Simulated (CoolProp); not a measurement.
Properties of decamethyltetrasiloxane (MD2M) along the isobar 1.71 MPa.

Model: reference Helmholtz-energy equation of state, Thol 2017, in CoolProp.

```tsv
T (°C)	phase	Z	cv (kJ/(kg K))	isothermal compressibility (1/MPa)	expansivity (1/kK)	fugacity coefficient
-52.75	liquid	0.3120	1.225	___	1.126	4.322e-9
-29.65	liquid	0.2898	1.281	0.001066	1.123	1.407e-7
-6.65	liquid	0.2718	1.343	0.001260	1.129	2.162e-6
16.45	liquid	0.2567	___	0.001495	1.144	1.951e-5
39.55	liquid	0.2442	1.472	0.001784	1.169	0.0001167
62.65	liquid	0.2337	1.535	___	___	0.0005088
85.75	liquid	0.2250	1.594	0.002593	1.252	0.001731
108.75	liquid	0.2177	___	0.003171	1.313	0.004817
```

Problem. Complete the blanks.

Solution. 
- -52.75, isothermal compressibility (1/MPa): 0.0009036
- 16.45, cv (kJ/(kg K)): 1.408
- 62.65, isothermal compressibility (1/MPa): 0.002141
- 62.65, expansivity (1/kK): 1.205
- 108.75, cv (kJ/(kg K)): 1.650
